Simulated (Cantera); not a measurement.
Input: 1 mol SiF4, 0.64 mol N2O, 0.17 mol H2, held at 1500 K and 100000 Pa.

Method: chemical equilibrium by Gibbs-energy minimisation in Cantera with the NASA 1993 tables (ideal gas, pure condensed phases). Candidate condensed phases: H2O, Si, SiO2, Si2N2O, Si3N4; 58 gas species. The tables hold silica as quartz up to 1696 K and as liquid above; real silica turns to tridymite and cristobalite and melts near 1996 K. The numbers say what is thermodynamically allowed, not how fast it happens.

Base state: SiF4 0.435, N2 0.301, HF 0.145, O2 0.110, H2O 0.00767, NO 0.000549, OH 1.85e-5 (mole fractions); condensed: SiO2(β-quartz).

Q: What changes in the equilibrium state with this change: N2O from 0.64 to 0.42 mol?

A: 
```
species                before     after
-------------------  --------  --------
SiF4                    0.435     0.516
N2                      0.301     0.234
HF                      0.145     0.170
O2                      0.110    0.0696
NO                   0.000549  0.000384
H2O                   0.00767   0.00974
OH                    1.85e-5   1.85e-5
SiO2(β-quartz), mol    0.0768    0.0763
```
